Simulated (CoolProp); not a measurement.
Saturation properties of CHF3 (R23) (Tc = 299.3 K, pc = 4.832 MPa, ω = 0.263).

Computed with CoolProp (reference Helmholtz-energy equation of state, Penoncello 2003).

```json
[
 {"T (K)": "193.6", "p (MPa)": "0.1166", "liquid viscosity (µPa s)": "293", "vapour viscosity (µPa s)": "9.60"},
 {"T (K)": "200.5", "p (MPa)": "0.1692", "liquid viscosity (µPa s)": "263", "vapour viscosity (µPa s)": "9.98"},
 {"T (K)": "207.5", "p (MPa)": "0.2398", "liquid viscosity (µPa s)": "237", "vapour viscosity (µPa s)": "10.4"},
 {"T (K)": "214.4", "p (MPa)": "0.3299", "liquid viscosity (µPa s)": "215", "vapour viscosity (µPa s)": "10.7"},
 {"T (K)": "221.4", "p (MPa)": "0.4457", "liquid viscosity (µPa s)": "195", "vapour viscosity (µPa s)": "11.1"},
 {"T (K)": "228.3", "p (MPa)": "0.5878", "liquid viscosity (µPa s)": "177", "vapour viscosity (µPa s)": "11.5"},
 {"T (K)": "235.2", "p (MPa)": "0.7618", "liquid viscosity (µPa s)": "161", "vapour viscosity (µPa s)": "11.9"},
 {"T (K)": "242.2", "p (MPa)": "0.9753", "liquid viscosity (µPa s)": "147", "vapour viscosity (µPa s)": "12.4"},
 {"T (K)": "249.1", "p (MPa)": "1.227", "liquid viscosity (µPa s)": "134", "vapour viscosity (µPa s)": "12.8"},
 {"T (K)": "256.1", "p (MPa)": "1.529", "liquid viscosity (µPa s)": "121", "vapour viscosity (µPa s)": "13.3"}
]
```

It boils at 191.1 K under 1 atm.

Viscosity comes from a separate model (Shan 2000).
